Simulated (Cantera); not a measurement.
What does this Cantera script print?

```python
import numpy as np
import cantera as ct

gas = ct.Solution("gri30.yaml")
gas.TPX = 2098, 4900, {'CH4': 0.01, 'H2': 1}
reactor = ct.IdealGasConstPressureReactor(gas, energy="off", clone=False)
net = ct.ReactorNet([reactor])
net.rtol, net.atol = 1e-08, 1e-18
show = ['CH4', 'H2', 'C2H6', 'CH3', 'H', 'CH2']
times = np.geomspace(1e-06, 9, 13)

steps = ct.SolutionArray(gas, extra=["t"])
rows = []
print(f"{'t/s':>10s}{'T/K':>9s}{'P/Pa':>11s}" + "".join(f"{s:>11s}" for s in show))
for t in times:
    while net.time < t:
        t_next = net.step()
        steps.append(gas.state, t=t_next)
    rows.append([np.interp(t, steps.t, y) for y in (steps.T, steps.P, *steps(*show).X.T)])
    print(f"{t:10.3e}{rows[-1][0]:9.1f}{rows[-1][1]:11.4g}" + "".join(f"{x:11.3e}" for x in rows[-1][2:]))
rate = np.gradient(steps.T, steps.t)
print("integrator steps:", len(steps.t))
if steps.T.max() > steps.T[0] + 200:
    print(f"time of steepest temperature rise: {steps.t[rate.argmax()]:.4e} s")
gas.TPX = 2098, 4900, {'CH4': 0.01, 'H2': 1}
gas.equilibrate("TP")
print(f"equilibrium (TP): T = {gas.T:.1f} K  " + "  ".join(f"{s} {gas[s].X[0]:.3e}" for s in show))
```

It prints:

```
       t/s      T/K       P/Pa        CH4         H2       C2H6        CH3          H        CH2
 1.000e-06   2098.0       4900  9.900e-03  9.901e-01  9.534e-15  1.054e-06  1.225e-06  1.975e-12
 3.798e-06   2098.0       4900  9.898e-03  9.901e-01  5.993e-13  3.408e-06  5.246e-06  2.680e-11
 1.442e-05   2098.0       4900  9.892e-03  9.901e-01  2.388e-11  8.867e-06  2.398e-05  2.959e-10
 5.477e-05   2098.0       4900  9.876e-03  9.900e-01  4.175e-10  2.394e-05  1.007e-04  3.209e-09
 2.080e-04   2098.0       4900  9.819e-03  9.897e-01  6.020e-09  7.983e-05  3.920e-04  4.223e-08
 7.900e-04   2098.0       4900  9.598e-03  9.886e-01  6.709e-08  2.831e-04  1.482e-03  5.594e-07
 3.000e-03   2098.0       4900  8.560e-03  9.852e-01  3.555e-07  8.630e-04  5.112e-03  5.519e-06
 1.139e-02   2098.0       4900  4.129e-03  9.827e-01  1.801e-07  8.055e-04  9.894e-03  1.002e-05
 4.327e-02   2098.0       4900  8.637e-04  9.824e-01  9.755e-09  2.075e-04  1.217e-02  3.422e-06
 1.643e-01   2098.0       4900  1.662e-04  9.816e-01  4.016e-10  4.419e-05  1.346e-02  8.249e-07
 6.240e-01   2098.0       4900  4.378e-05  9.812e-01  3.118e-11  1.199e-05  1.385e-02  2.315e-07
 2.370e+00   2098.0       4900  2.901e-05  9.812e-01  1.523e-11  7.953e-06  1.387e-02  1.540e-07
 9.000e+00   2098.0       4900  2.891e-05  9.812e-01  1.515e-11  7.926e-06  1.387e-02  1.535e-07
integrator steps: 1090
equilibrium (TP): T = 2098.0 K  CH4 2.896e-05  H2 9.812e-01  C2H6 1.520e-11  CH3 7.940e-06  H 1.387e-02  CH2 1.537e-07
```

Model: GRI-Mech 3.0 (53 species, 325 reactions), integrated in Cantera. GRI-Mech 3.0 stops at C3 and has no aromatics, soot or wall deposition, so with more carbon than oxygen in the feed, carbon stays in small species such as C2H2 where larger ones or solid carbon would form. Radical loss at walls, strong at low pressure, is not modelled.
